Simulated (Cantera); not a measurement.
A closed system holds: 1 mol Zr, 0.12 mol N2O, 8.2 mol H2, equilibrated at 2050 °C and 105 Torr.

Method: chemical equilibrium by Gibbs-energy minimisation in Cantera with the NASA 1993 tables (ideal gas, pure condensed phases). Candidate condensed phases: H2O, Zr, ZrN, ZrO2; 28 gas species. Mutual solubility and eutectic melting of coexisting phases are not modelled. ZrN: taken at fixed stoichiometry. Condensed phases not in the tables: solid solutions among these carbides, nitrides and lower oxides, N, O or C dissolved in the metal. The numbers say what is thermodynamically allowed, not how fast it happens.

Base state: H2 0.971, H 0.0287, ZrO 5.81e-5, H2O 1.22e-5 (mole fractions); condensed: Zr(l) + ZrN(s) + ZrO2(tetragonal).

**Question.** What changes in the equilibrium state with this change: N2O from 0.12 to 0.67 mol?

**Answer.** 
```json
[
 {"species": "H2", "before": "0.971", "after": "0.933"},
 {"species": "N2", "before": "1.05e-6", "after": "0.0389"},
 {"species": "H", "before": "0.0287", "after": "0.0281"},
 {"species": "ZrO", "before": "5.81e-5", "after": "4.18e-6"},
 {"species": "H2O", "before": "1.22e-5", "after": "0.000163"},
 {"species": "Zr(l), mol", "before": "0.700", "after": "0"},
 {"species": "ZrN(s), mol", "before": "0.240", "after": "0.666"},
 {"species": "ZrO2(tetragonal), mol", "before": "0.0597", "after": "0.334"}
]
```
Condensed phases not in the tables: solid solutions among these carbides, nitrides and lower oxides.
